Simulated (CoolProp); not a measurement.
R11 at 293.15 K and 0.0186 MPa is compressed adiabatically to 0.0792 MPa with isentropic efficiency 0.8. Each further row changes one setting.

The numbers come from the reference Helmholtz-energy equation of state, Jacobsen 1992 in CoolProp.

| case | work (kJ/kg) | final temperature (K) | final density (kg/m³) |
|---|---|---|---|
| as stated | 34.3 | (withheld) | 3.77 |
| efficiency 1 | 27.5 | 341.1 | (withheld) |
| efficiency 0.65 | (withheld) | 365.0 | (withheld) |

Some entries are withheld; supply them.


- as stated, final temperature (K): 352.2
- efficiency 1, final density (kg/m³): 3.90
- efficiency 0.65, work (kJ/kg): 42.3
- efficiency 0.65, final density (kg/m³): 3.64
